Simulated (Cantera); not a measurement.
A jet of 6.70 % CH4, 6.48 % O2, 86.8 % N2 at 300 K and 0.158 atm hits a platinum plate 2.1 cm away at a mass flux of 0.15 kg/m²/s; the plate temperature is set and raised in steps from an oxygen-covered start.

Cantera simulation using Deutschmann's 1995 Pt surface mechanism with GRI-Mech 3.0 gas chemistry; the numbers are that mechanism's predictions, not measurements. Catalytic surfaces can have several steady states; this one follows from the mechanism file's or the stated starting coverage.

x: mole fraction at the wall; θ: surface coverage.

| plate T (K) | wall x CH4 | wall x O2 | wall x H2O | wall x OH | wall x CO | wall x CO2 | θ free Pt | θ H* | θ CO* | θ C* |
|---|---|---|---|---|---|---|---|---|---|---|
| 950 | 0.0272 | 0.00859 | 0.0607 | <1e-8 | 0.0416 | 5.65e-5 | 0.371 | 0.00186 | 0.125 | 0.503 |
| 1000 | 0.0201 | 0.00615 | 0.0580 | <1e-8 | 0.0489 | 7.94e-5 | 0.460 | 0.00249 | 0.0993 | 0.438 |
| 1050 | ___ | ___ | 0.0543 | <1e-8 | 0.0576 | ___ | ___ | 0.00312 | ___ | ___ |
| 1100 | 0.00727 | 0.00231 | 0.0519 | <1e-8 | 0.0614 | 0.000781 | 0.817 | 0.00321 | 0.0948 | 0.0852 |
| 1150 | ___ | ___ | 0.0504 | <1e-8 | 0.0617 | ___ | ___ | ___ | ___ | ___ |

Fill in the missing entries.


- 1050, wall x CH4: 0.0114
- 1050, wall x O2: 0.00349
- 1050, wall x CO2: 0.000229
- 1050, θ free Pt: 0.642
- 1050, θ CO*: 0.108
- 1050, θ C*: 0.247
- 1150, wall x CH4: 0.00604
- 1150, wall x O2: 0.00198
- 1150, wall x CO2: 0.00184
- 1150, θ free Pt: 0.904
- 1150, θ H*: 0.00294
- 1150, θ CO*: 0.0629
- 1150, θ C*: 0.0300
